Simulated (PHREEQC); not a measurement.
Make-up at 2.8 °C: 0.23 mol/kgw CdCl2, 0.0033 mol/kgw MgSO4, 0.073 mol/kgw H2SO4 and 1 mol/kgw NaCl. Closed to the air; pH follows from the charge balance.

All values are PHREEQC results (ion-association model, wateq4f.dat), not measurements.

No solid was allowed to form.

Task: Order these S species by the share of S that they hold, largest first: CdSO4, HSO4-, NaSO4-, MgSO4, SO4-2.

Result: HSO4- (42 %), SO4-2 (33 %), NaSO4- (23 %), CdSO4 (1.0 %), MgSO4 (0.45 %)

The pH is 1.07 and the ionic strength 1.21 mol/kgw. Ionic strength above about 0.7 mol/kgw puts this run outside the model's range. Complexes and solids missing from the database can't appear. At this temperature some constants are extrapolated from 25 °C, and those without enthalpy data are left unchanged.
